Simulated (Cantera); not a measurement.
Charge: 1 mol Si, a varied amount of HF, at 1123.15 K and 6100 Pa.

Equilibrium computed with Cantera from the NASA thermochemical tables; the gas is ideal and each condensed phase is pure. Candidate condensed phases: Si; 25 gas species. Rates play no part.

Task: At 9.1 mol HF, list the 3 most abundant gas species with their mole fractions, and the condensed phases.

Result: HF 0.630, H2 0.247, SiF4 0.123. Condensed: gas only.
